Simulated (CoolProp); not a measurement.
Vapour-liquid equilibrium of acetone (1) + dimethyl carbonate (2) at 56.45 °C; x and y are mole fractions of (1).

The numbers come from the multi-fluid Helmholtz-energy mixture model, Lemmon 2006 and Zhou 2011; pair parameters Bell 2016 in CoolProp.

| x | bubble pressure, mixture model (MPa) | bubble pressure, Raoult's law (MPa) | y, mixture model | y, Raoult's law |
|---|---|---|---|---|
| 0.05 | 0.03466 | 0.03397 | ? | 0.151 |
| 0.2 | ? | 0.04481 | 0.465 | 0.458 |
| 0.35 | 0.05677 | 0.05565 | 0.638 | 0.645 |
| 0.5 | 0.06700 | 0.06649 | 0.758 | 0.772 |
| 0.65 | 0.07735 | 0.07733 | ? | 0.863 |
| 0.8 | 0.08800 | 0.08818 | ? | 0.931 |
| 0.95 | ? | 0.09902 | 0.983 | 0.985 |

Task: Complete the blanks.

Result: 
- 0.05, y, mixture model: 0.166
- 0.2, bubble pressure, mixture model (MPa): 0.04624
- 0.65, y, mixture model: 0.851
- 0.8, y, mixture model: 0.924
- 0.95, bubble pressure, mixture model (MPa): 0.09895

The largest gap from Raoult's law is +3.2 % in bubble pressure, at x = 0.2. No azeotrope shows between x = 0.05 and 0.95.

Pair parameters are fitted to limited data, so mixtures are less certain than the pure fluids.
